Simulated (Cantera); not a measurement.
Feed: 1 mol Si3N4, 0.032 mol O2, 15 mol H2, 4.2 mol CO2, at 1550 °C.

Equilibrium computed with Cantera from the NASA thermochemical tables; the gas is ideal and each condensed phase is pure. Candidate condensed phases: C, C6H6, C7H8, C8H18, H2O, Si, SiC, SiO2, Si2N2O, Si3N4; 151 gas species. Mutual solubility and eutectic melting of coexisting phases are not modelled. The tables hold silica as quartz up to 1696 K and as liquid above; real silica turns to tridymite and cristobalite and melts near 1996 K. The numbers say what is thermodynamically allowed, not how fast it happens.

**Question.** Which condensed phases are stable at each of these points (P (Pa)): 0.100, 1.50, 22, 320, 4600, 68000, 1000000?

**Answer.** 
```tsv
P (Pa)	condensed phases	Si condensed (%)
0.100	gas only	0.0
1.50	gas only	0.0
22	gas only	0.0
320	SiO2(condensed)	35.4
4600	SiO2(condensed)	41.6
68000	SiO2(condensed) + Si2N2O(s)	92.6
1000000	SiO2(condensed) + Si2N2O(s)	99.8
```

From 0.100 Pa to 22.0 Pa nothing is condensed. From 3.20 mbar to 46.0 mbar the condensed part is SiO2(condensed). From 0.680 bar to 10.0 bar the condensed part is SiO2(condensed) + Si2N2O(s).
